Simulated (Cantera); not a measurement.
## Roasting and sulfation: FeS + O2 + CO2

A closed system holds: 1 mol FeS, a varied amount of O2, 0.28 mol CO2, at 775 K and 1000 Pa.

Cantera equilibrium calculation (NASA polynomials, part measured and part estimated; ideal gas, pure solids and liquids). Candidate condensed phases: C, Fe, Fe(CO)5, FeO, FeS, FeSO4, FeS2, Fe2O3, Fe2(SO4)3, Fe3O4, S; 25 gas species. Gases not in the tables: S3 to S7. The numbers say what is thermodynamically allowed, not how fast it happens.

| n(O2) (mol) | x CO2 | x SO2 | x O2 | x SO3 | x S2 | x S2O | x CO | n FeS2(s) | n Fe3O4(s) | n Fe2O3(s) | n Fe2(SO4)3(s) |
|---|---|---|---|---|---|---|---|---|---|---|---|
| 0.43 | 0.793 | 0.203 | <1e-12 | 3.44e-10 | 0.00363 | 0.000141 | 8.08e-5 | 0.463 | 0.179 | 0 | 0 |
| 0.67 | 0.524 | 0.470 | <1e-12 | 1.09e-9 | 0.00551 | 0.000293 | 3.91e-5 | 0.371 | 0.210 | 0 | 0 |
| 0.91 | 0.392 | 0.602 | <1e-12 | 1.53e-9 | 0.00624 | 0.000364 | 2.66e-5 | 0.280 | 0.240 | 0 | 0 |
| 1.1 | 0.326 | 0.667 | <1e-12 | 1.76e-9 | 0.00657 | 0.000398 | 2.13e-5 | 0.208 | 0.264 | 0 | 0 |
| 1.4 | 0.258 | 0.734 | <1e-12 | 2.01e-9 | 0.00689 | 0.000433 | 1.63e-5 | 0.0941 | 0.302 | 0 | 0 |
| 1.6 | 0.227 | 0.766 | <1e-12 | 2.13e-9 | 0.00704 | 0.000449 | 1.41e-5 | 0.0182 | 0.327 | 0 | 0 |
| 1.9 | 0.272 | 0.680 | 0.000159 | 0.0477 | <1e-12 | <1e-12 | <1e-12 | 0 | 0 | 0.416 | 0.0835 |
| 2.1 | 0.459 | 0.493 | 0.000303 | 0.0477 | <1e-12 | <1e-12 | <1e-12 | 0 | 0 | 0.276 | 0.224 |
| 2.3 | 0.780 | 0.0221 | 0.150 | 0.0477 | <1e-12 | <1e-12 | <1e-12 | 0 | 0 | 0.175 | 0.325 |
| 2.6 | 0.415 | 0.0118 | 0.525 | 0.0477 | <1e-12 | <1e-12 | <1e-12 | 0 | 0 | 0.180 | 0.320 |
| 2.8 | 0.316 | 0.0109 | 0.626 | 0.0477 | <1e-12 | <1e-12 | <1e-12 | 0 | 0 | 0.184 | 0.316 |
| 3.1 | 0.232 | 0.0102 | 0.710 | 0.0477 | <1e-12 | <1e-12 | <1e-12 | 0 | 0 | 0.190 | 0.310 |
x: gas mole fraction; n: condensed amount in mol.

From 0.43 mol O2 to 1.6 mol O2 the condensed part is FeS2(s) + Fe3O4(s). From 1.9 mol O2 to 3.1 mol O2 the condensed part is Fe2O3(s) + Fe2(SO4)3(s).
